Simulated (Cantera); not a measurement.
## Thermodynamics of tantalum, niobium, vanadium and zirconium in process gases, feed V + O2 + H2

A closed system holds: 1 mol V, 0.031 mol O2, 180 mol H2, at 100 Torr.

Equilibrium computed with Cantera from the NASA thermochemical tables; the gas is ideal and each condensed phase is pure. Candidate condensed phases: H2O, V, VO, V2O3, V2O4, V2O5; 12 gas species. Mutual solubility and eutectic melting of coexisting phases are not modelled. VO: taken at fixed stoichiometry. Condensed phases not in the tables: N, O or C dissolved in the metal. Kinetics and transport are ignored.

```json
[
 {"T (°C)": "1200", "x H2": "1.000", "x H": "3.46e-5", "x V": "3.15e-10", "x H2O": "1.00e-5", "x VO": "1.82e-10", "n V(s)": "0.940", "n VO(s)": "0.0602", "n V(l)": "0"},
 {"T (°C)": "1275", "x H2": "1.000", "x H": "8.43e-5", "x V": "2.36e-9", "x H2O": "1.94e-5", "x VO": "1.49e-9", "n V(s)": "0.941", "n VO(s)": "0.0585", "n V(l)": "0"},
 {"T (°C)": "1350", "x H2": "1.000", "x H": "0.000189", "x V": "1.47e-8", "x H2O": "3.52e-5", "x VO": "9.97e-9", "n V(s)": "0.944", "n VO(s)": "0.0557", "n V(l)": "0"},
 {"T (°C)": "1425", "x H2": "1.000", "x H": "0.000396", "x V": "7.75e-8", "x H2O": "6.02e-5", "x VO": "5.59e-8", "n V(s)": "0.949", "n VO(s)": "0.0512", "n V(l)": "0"},
 {"T (°C)": "1500", "x H2": "0.999", "x H": "0.000779", "x V": "3.54e-7", "x H2O": "9.80e-5", "x VO": "2.69e-7", "n V(s)": "0.956", "n VO(s)": "0.0443", "n V(l)": "0"},
 {"T (°C)": "1575", "x H2": "0.998", "x H": "0.00145", "x V": "1.43e-6", "x H2O": "0.000153", "x VO": "1.13e-6", "n V(s)": "0.965", "n VO(s)": "0.0342", "n V(l)": "0"},
 {"T (°C)": "1650", "x H2": "0.997", "x H": "0.00258", "x V": "5.14e-6", "x H2O": "0.000229", "x VO": "4.21e-6", "n V(s)": "0.978", "n VO(s)": "0.0198", "n V(l)": "0"},
 {"T (°C)": "1725", "x H2": "0.995", "x H": "0.00438", "x V": "1.68e-5", "x H2O": "0.000327", "x VO": "1.39e-5", "n V(s)": "0.994", "n VO(s)": "0", "n V(l)": "0"},
 {"T (°C)": "1800", "x H2": "0.992", "x H": "0.00718", "x V": "5.01e-5", "x H2O": "0.000311", "x VO": "2.87e-5", "n V(s)": "0.985", "n VO(s)": "0", "n V(l)": "0"},
 {"T (°C)": "1875", "x H2": "0.988", "x H": "0.0113", "x V": "0.000138", "x H2O": "0.000284", "x VO": "5.39e-5", "n V(s)": "0.965", "n VO(s)": "0", "n V(l)": "0"},
 {"T (°C)": "1950", "x H2": "0.982", "x H": "0.0174", "x V": "0.000349", "x H2O": "0.000246", "x VO": "8.96e-5", "n V(s)": "0", "n VO(s)": "0", "n V(l)": "0.920"}
]
```
x: gas mole fraction; n: condensed amount in mol.

From 1200 °C to 1650 °C the condensed part is V(s) + VO(s). From 1725 °C to 1875 °C the condensed part is V(s). At 1950 °C the condensed part is V(l).
